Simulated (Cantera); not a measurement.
Feed: 1 mol Si₂H₆, 33 mol H₂, 1.6 mol HCl, at 527 °C and 64000 Pa.

Equilibrium computed with Cantera from the NASA thermochemical tables; the gas is ideal and each condensed phase is pure. Candidate condensed phases: Si; 19 gas species. The feed counts by its element totals alone. Rates play no part.

Base state: H₂ 0.987, SiHCl₃ 0.00636, SiCl₄ 0.00550, HCl 0.000772, SiH₂Cl₂ 0.000593, SiH₃Cl 1.28e-5 (mole fractions); condensed: Si(s).

Task: What changes in the equilibrium state with this change: pressure from 64000 Pa to 10000 Pa?

Result: 
| species | before | after |
|---|---|---|
| H₂ | 0.987 | 0.987 |
| SiCl₄ | 0.00550 | 0.00679 |
| SiHCl₃ | 0.00636 | 0.00468 |
| HCl | 0.000772 | 0.00129 |
| SiH₃Cl | 1.28e-5 | 3.34e-6 |
| SiH₂Cl₂ | 0.000593 | 0.000261 |
| Si(s), mol | 1.54 | 1.56 |
The tables' values for SiCl₃ are old estimates; treat these amounts as uncertain.

Task: What changes in the equilibrium state with this change: temperature from 527 °C to 1075 °C?

Result: 
| species | before | after |
|---|---|---|
| H₂ | 0.987 | 0.964 |
| HCl | 0.000772 | 0.0307 |
| SiCl₂ | 6.20e-7 | 0.00274 |
| SiHCl₃ | 0.00636 | 0.000849 |
| SiCl₃ | 5.54e-6 | 0.000510 |
| SiCl₄ | 0.00550 | 0.000476 |
| SiH₂Cl₂ | 0.000593 | 0.000220 |
| SiH₃Cl | 1.28e-5 | 1.63e-5 |
| Si(s), mol | 1.54 | 1.82 |
The tables' values for SiCl₃ are old estimates; treat these amounts as uncertain.
